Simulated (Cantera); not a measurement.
Input: 1 mol c-C4F8, 1.3 mol HCl, 0.41 mol H2, held at 1.40 Pa.

Equilibrium computed with Cantera from the NASA thermochemical tables; the gas is ideal and each condensed phase is pure. Candidate condensed phases: C, C6H6, C7H8, C8H18; 135 gas species. Ions and electrons are included (thermal ionisation). The feed counts by its element totals alone. The numbers say what is thermodynamically allowed, not how fast it happens.

Problem. Which condensed phases are stable at each of these points (T (K)): 2500, 3000, 3500, 4000, 4500, 5000?

Solution. 
| T (K) | condensed phases | C condensed (%) |
|---|---|---|
| 2500 | C(graphite) | 63.3 |
| 3000 | gas only | 0.0 |
| 3500 | gas only | 0.0 |
| 4000 | gas only | 0.0 |
| 4500 | gas only | 0.0 |
| 5000 | gas only | 0.0 |

At 2500 K the condensed part is C(graphite). From 3000 K to 5000 K nothing is condensed.
